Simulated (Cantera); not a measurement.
Stirred combustor or abatement burner

A perfectly stirred reactor is fed with CH4 : C2H6 : O2 : N2 = 1 : 0.12 : 1.42 : 5.35 (molar parts), at 3.40 bar; it is adiabatic with a 475 K inlet, and is followed from long to short residence time, starting on the burning branch (τ in s: 0.29, 0.12, 0.045, 0.018, 0.0069, 0.0027, 0.0011, 0.00041, 0.00016, 6.3e-05, 2.5e-05, 9.6e-06, 3.8e-06).

Detailed kinetics in Cantera: GRI-Mech 3.0 (53 species, 325 reactions).

| τ (s) | T (K) | x CH4 | x C2H6 | x O2 | x CH2CO | x NO2 |
|---|---|---|---|---|---|---|
| 0.29 | 1908 | 0.00256 | 7.48e-7 | 7.55e-5 | 2.91e-6 | 2.61e-11 |
| 0.12 | 1915 | 0.00377 | 1.85e-6 | 0.000167 | 6.54e-6 | 4.36e-11 |
| 0.045 | 1923 | 0.00533 | 4.63e-6 | 0.000391 | 1.47e-5 | 7.57e-11 |
| 0.018 | 1929 | 0.00693 | 1.04e-5 | 0.000846 | 2.96e-5 | 1.25e-10 |
| 0.0069 | 1928 | 0.00873 | 2.40e-5 | 0.00185 | 5.93e-5 | 2.04e-10 |
| 0.0027 | 1914 | 0.0108 | 5.69e-5 | 0.00392 | 0.000115 | 3.14e-10 |
| 0.0011 | 1874 | 0.0137 | 0.000150 | 0.00848 | 0.000227 | 4.34e-10 |
| 0.00041 | 475 | 0.127 | 0.0152 | 0.180 | <1e-12 | <1e-12 |
| 0.00016 | 475 | 0.127 | 0.0152 | 0.180 | <1e-12 | <1e-12 |
| 6.3e-5 | 475 | 0.127 | 0.0152 | 0.180 | <1e-12 | <1e-12 |
| 2.5e-5 | 475 | 0.127 | 0.0152 | 0.180 | <1e-12 | <1e-12 |
| 9.6e-6 | 475 | 0.127 | 0.0152 | 0.180 | <1e-12 | <1e-12 |
| 3.8e-6 | 475 | 0.127 | 0.0152 | 0.180 | <1e-12 | <1e-12 |
x: mole fraction; the columns are a selection and need not sum to one.
